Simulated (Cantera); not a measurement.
A closed system holds: 1 mol CH3SiCl3, 0.06 mol C2H2, 6.8 mol H2, held at 0.320 bar.

Method: chemical equilibrium by Gibbs-energy minimisation in Cantera with the NASA 1993 tables (ideal gas, pure condensed phases). Candidate condensed phases: C, C6H6, C7H8, C8H18, Si, SiC; 109 gas species. The feed counts by its element totals alone. The tables' values for SiCl3, SiCl are old estimates; treat these amounts as uncertain. Equilibrium is a limit: real reactors are often held back by kinetics, nucleation or transport. All values below are at 1948 K.

Base state: H2 0.708, HCl 0.277, SiCl2 0.0124, H 0.00168, SiCl3 0.000639, Cl 0.000492, C2H2 (acetylene) 0.000381, CH4 7.84e-5 (mole fractions); condensed: C(graphite) + SiC(s).

**Question.** What changes in the equilibrium state with this change: CH3SiCl3 replaced by SiCl4?

**Answer.** 
| species | before | after |
|---|---|---|
| H2 | 0.708 | 0.651 |
| HCl | 0.277 | 0.248 |
| SiCl2 | 0.0124 | 0.0942 |
| C2H2 (acetylene) | 0.000381 | 4.63e-6 |
| CH4 | 7.84e-5 | 7.62e-6 |
| Si | 3.27e-6 | 2.84e-5 |
| SiCl | 2.34e-5 | 0.000190 |
| SiH2 | 2.50e-6 | 2.00e-5 |
| C(graphite), mol | 0.241 | 0 |
| SiC(s), mol | 0.870 | 0.120 |
Gases not in the tables: Si2H6 and higher silanes.
